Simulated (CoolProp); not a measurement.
Vapour-liquid equilibrium of R113 (1) + n-hexane (2) at 0.0368 bar; x and y are mole fractions of (1).

Model: multi-fluid Helmholtz-energy mixture model, Marx 1992 and Thol 2019; pair parameters Bell 2016, in CoolProp.

Task: Give the bubble temperature and the first vapour's composition at x = 0.15, 0.45, 0.75. Is there an azeotrope?

Result: x = 0.15: -14.8 °C, y = 0.394; x = 0.45: -20.7 °C, y = 0.705; x = 0.75: -23.8 °C, y = 0.870. No azeotrope shows between x = 0.05 and 0.95.

The pair parameters rest on a limited set of measurements; away from them the model extrapolates.
